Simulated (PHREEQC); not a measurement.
Leach liquor: an equilibrium model

Make-up at 25 °C: 0.03 mol H2SO4 and 0.068 mol Al2(SO4)3 per kg of water. Closed to the air; pH follows from the charge balance.

All values are PHREEQC results (ion-association model, wateq4f.dat), not measurements.

This is a speciation only: nothing precipitates in the calculation.

**Question.** What pH does the model give?

**Answer.** pH 1.69.

**Question.** In which forms is Al present?

**Answer.** AlSO4+ 65 %, Al(SO4)2- 25 %, Al+3 10 % of the Al.
